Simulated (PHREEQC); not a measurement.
A solution holds 48 mmol/kgw H2SO4, 0.14 mmol/kgw FeSO4 and 14 mmol/kgw Fe2(SO4)3, at 25 °C. Closed to the air; pH follows from the charge balance.

Model: ion-association model, wateq4f.dat, run in PHREEQC.

No solid was allowed to form.

Predict the pH.

pH 1.37.

In which forms is S present?

HSO4- 44 %, SO4-2 23 %, FeSO4+ 21 %, Fe(SO4)2- 6.8 %, FeHSO4+2 5.2 % of the S.

Examples of supersaturated solids here: Hematite (slow to form), Goethite (slow to form). Others may be too.
